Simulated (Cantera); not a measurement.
# Reactions in the system Al-Cl-N

Source: NASA polynomial tables (part measured, part estimated), evaluated in Cantera. Values are per mole of reaction as written; species without (g) are pure solids or liquids, kept so even where they would boil at 1 bar.

3 AlCl(g) + 2 N(g) = 2 AlN + AlCl3(g)

| T (K) | ΔH° (kJ) | ΔS° (J/K) | ΔG° (kJ) | log10 K |
|---|---|---|---|---|
| 1298 | -1994.4 | -617.2 | -1193.3 | 48.02 |
| 1348 | -1993.0 | -616.1 | -1162.5 | 45.04 |
| 1398 | -1991.7 | -615.1 | -1131.7 | 42.28 |
| 1448 | -1990.3 | -614.2 | -1101.0 | 39.71 |
| 1498 | -1988.9 | -613.2 | -1070.3 | 37.32 |
| 1548 | -1987.5 | -612.3 | -1039.6 | 35.08 |
| 1598 | -1986.1 | -611.4 | -1009.0 | 32.98 |
| 1648 | -1984.6 | -610.5 | -978.5 | 31.01 |
